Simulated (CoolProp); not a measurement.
Properties of hydrogen sulfide at several states (Tc = 373.1 K, pc = 89.99 bar, ω = 0.101).

Model: reference Helmholtz-energy equation of state, Lemmon 2006, in CoolProp. It is a short technical equation, of lower accuracy than the large ones.

```
T (K)  p (bar)   phase  density (kg/m³)  isothermal compressibility (1/MPa)  viscosity (µPa s)
-----  -------  ------  ---------------  ----------------------------------  -----------------
711.9     0.26     gas           0.1497                               38.46               27.8
471.9    0.397     gas           0.3451                               25.21               19.2
199.7      106  liquid            980.5                           0.0007917                387
```

Viscosity comes from a separate model (Quiñones-Cisneros 2012).
